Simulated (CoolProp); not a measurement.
Vapour-liquid equilibrium of cyclohexane (1) + ethylbenzene (2) at 760 kPa; x and y are mole fractions of (1).

Model: multi-fluid Helmholtz-energy mixture model, Zhou 2014 and Zhou 2012; pair parameters Bell 2016, in CoolProp.

Q: Give the bubble temperature and the first vapour's composition at x = 0.25, 0.85, 0.95. Is there an azeotrope?

A: x = 0.25: 480.1 K, y = 0.473; x = 0.85: 445.5 K, y = 0.933; x = 0.95: 441.6 K, y = 0.978. No azeotrope shows between x = 0.05 and 0.95.

The pair parameters rest on a limited set of measurements; away from them the model extrapolates.
